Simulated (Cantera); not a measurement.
Cantera run:

```python
import numpy as np
import cantera as ct

gas_names = """
    Cu CuF CuF2 Cu2 F F2 H HF H2 H2F2 H3F3 H4F4 H5F5 H6F6 H7F7
""".split()
cond_names = """
    Cu(cr) Cu(L) CuF2(s) CuF2(L)
""".split()


# ... load() reads the species with a 1 bar reference pressure and builds the phases ...
atoms = {
    'Cu': {'Cu': 1},
    'F2': {'F': 2},
    'H2': {'H': 2},
}
top_T = {}  # K; cautious upper limits of use, not melting points


# ... equilibrate(T, P, feed) seeds the gas with the atoms and calls Mixture.equilibrate('TP', solver="vcs", rtol=1e-11, max_steps=5000) ...
results = []
feed = {'Cu': 1, 'F2': 7.3, 'H2': 5.5}  # mol
P = 270  # Pa
for T in [598, 673, 748, 823, 898, 973, 1048, 1123, 1198, 1273]:
    mix = equilibrate(T, P, feed)
    results.append((T, P, feed, dict(zip(mix.species_names, mix.species_moles))))
    x = sorted(zip(gas.X, gas.species_names), reverse=True)
    print(f"T = {T:g} K  P = {P:g} Pa  gas = {mix.phase_moles(0):.4g} mol")
    print("   x: " + "  ".join(f"{s} {v:.3e}" for v, s in x if v > 0.0001))
    print("   condensed (mol): " + ("  ".join(f"{mix.phase(i).name} {mix.phase_moles(i):.4g}"
          for i in range(1, mix.n_phases) if mix.phase_moles(i) > 1e-12) or "none"))
```

It prints:

```
T = 598 K  P = 270 Pa  gas = 11.8 mol
   x: HF 9.319e-01  F2 6.744e-02  F 6.654e-04
   condensed (mol): CuF2(s) 1
T = 673 K  P = 270 Pa  gas = 11.82 mol
   x: HF 9.303e-01  F2 6.563e-02  F 4.052e-03
   condensed (mol): CuF2(s) 1
T = 748 K  P = 270 Pa  gas = 11.9 mol
   x: HF 9.245e-01  F2 5.897e-02  F 1.654e-02
   condensed (mol): CuF2(s) 1
T = 823 K  P = 270 Pa  gas = 12.08 mol
   x: HF 9.104e-01  F 4.671e-02  F2 4.286e-02
   condensed (mol): CuF2(s) 0.9999
T = 898 K  P = 270 Pa  gas = 12.35 mol
   x: HF 8.909e-01  F 8.825e-02  F2 2.067e-02  CuF2 1.373e-04
   condensed (mol): CuF2(s) 0.9983
T = 973 K  P = 270 Pa  gas = 12.54 mol
   x: HF 8.769e-01  F 1.148e-01  F2 6.400e-03  CuF2 1.909e-03
   condensed (mol): CuF2(s) 0.9761
T = 1048 K  P = 270 Pa  gas = 12.81 mol
   x: HF 8.589e-01  F 1.216e-01  CuF2 1.781e-02  F2 1.671e-03
   condensed (mol): CuF2(s) 0.7719
T = 1123 K  P = 270 Pa  gas = 13.59 mol
   x: HF 8.092e-01  F 1.168e-01  CuF2 7.356e-02  F2 4.348e-04
   condensed (mol): none
T = 1198 K  P = 270 Pa  gas = 13.6 mol
   x: HF 8.089e-01  F 1.174e-01  CuF2 7.354e-02  F2 1.446e-04
   condensed (mol): none
T = 1273 K  P = 270 Pa  gas = 13.6 mol
   x: HF 8.089e-01  F 1.176e-01  CuF2 7.352e-02
   condensed (mol): none
```

Equilibrium computed with Cantera from the NASA thermochemical tables; the gas is ideal and each condensed phase is pure.
